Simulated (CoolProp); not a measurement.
Vapour-liquid equilibrium of ethane (1) + n-butane (2) at 247.4 K; x and y are mole fractions of (1).

Values from CoolProp's multi-fluid Helmholtz-energy mixture model, Bücker 2006 and Bücker 2006; pair parameters Kunz 2012.

```csv
x,bubble pressure (bar),y at the bubble point,dew pressure at overall composition x (bar),liquid density (mol/L)
0.05,0.8559,0.606,0.3645,10.99
0.15,1.918,0.835,0.4067,11.38
0.25,3.024,0.903,0.4597,11.79
0.35,4.157,0.936,0.5286,12.22
0.45,5.304,0.955,0.6216,12.66
0.55,6.460,0.968,0.7541,13.11
0.65,7.625,0.977,0.9580,13.57
0.75,8.811,0.985,1.313,14.03
0.85,10.04,0.991,2.082,14.47
0.95,11.36,0.997,4.951,14.88
```

No azeotrope shows between x = 0.05 and 0.95.

Pair parameters are fitted to limited data, so mixtures are less certain than the pure fluids.
